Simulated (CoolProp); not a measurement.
Saturated liquid density (kg/m³) of sulfur hexafluoride: the reference equation beside estimates from Tc = 45.6 °C, pc = 37.55 bar, ω = 0.210. Rackett uses Z = 0.29056 − 0.08775 ω.

Values from CoolProp's reference Helmholtz-energy equation of state, Guder 2009.

```
T (°C)  reference  Rackett  van der Waals  Soave-Redlich-Kwong  Peng-Robinson
------  ---------  -------  -------------  -------------------  -------------
-30.25       1745     1803           1113                 1650           1871
-25.75       1720     1777           1096                 1620           1838
-21.25       1694     1749           1079                 1589           1803
-16.75       1668     1721           1061                 1557           1767
-12.35       1641     1692           1043                 1524           1729
-7.85        1612     1661           1023                 1488           1689
-3.35        1582     1629           1003                 1451           1646
1.15         1550     1596          981.1                 1411           1601
```

Absolute difference from the reference over all 8 rows, mean and median: Rackett 3.1 and 3.1 %, van der Waals 36.4 and 36.4 %, Soave-Redlich-Kwong 7.0 and 6.9 %, Peng-Robinson 5.5 and 5.6 %.
